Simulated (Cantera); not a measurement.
An adiabatic, constant-pressure homogeneous reactor starts with 9.08 % CH₄, 8.64 % O₂, 82.2 % N₂, 0.127 % H₂, at 1325 K and 1.70 bar.

Computed with Cantera and GRI-Mech 3.0 (53 species, 325 reactions).

Problem. Predict: time of steepest temperature rise; temperature at 0.400 s; equilibrium temperature; x(CH₄) at 0.400 s; x(O₂) at 0.400 s; x(HCN) at 0.400 s.

Solution. 
* **time of steepest temperature rise**: 19.8 ms
* **temperature at 0.400 s**: 1907 K
* **equilibrium temperature**: 1907 K
* **x(CH₄) at 0.400 s**: 6.81e-7 (gas-phase equilibrium 3.29e-10)
* **x(O₂) at 0.400 s**: 4.42e-9 (gas-phase equilibrium 4.44e-9)
* **x(HCN) at 0.400 s**: 2.53e-6 (gas-phase equilibrium 1.22e-7)
